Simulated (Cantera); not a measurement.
Charge: 1 mol V, 0.43 mol NH3, equilibrated at 13.3 mbar.

Method: chemical equilibrium by Gibbs-energy minimisation in Cantera with the NASA 1993 tables (ideal gas, pure condensed phases). Candidate condensed phases: V, VN; 11 gas species. Mutual solubility and eutectic melting of coexisting phases are not modelled. VN: taken at fixed stoichiometry. Condensed phases not in the tables: V2N, N, O or C dissolved in the metal. The numbers say what is thermodynamically allowed, not how fast it happens. All values below are at 1150 K.

Base state: H2 1.000 (mole fractions); condensed: V(s) + VN(s).

Problem. What changes in the equilibrium state with this change: NH3 from 0.43 to 7.4 mol?

Solution. 
```json
[
 {"species": "H2", "before": "1.000", "after": "0.776"},
 {"species": "N2", "before": "1.15e-9", "after": "0.224"},
 {"species": "V(s), mol", "before": "0.570", "after": "0"},
 {"species": "VN(s), mol", "before": "0.430", "after": "1.00"}
]
```
Condensed phases not in the tables: V2N.
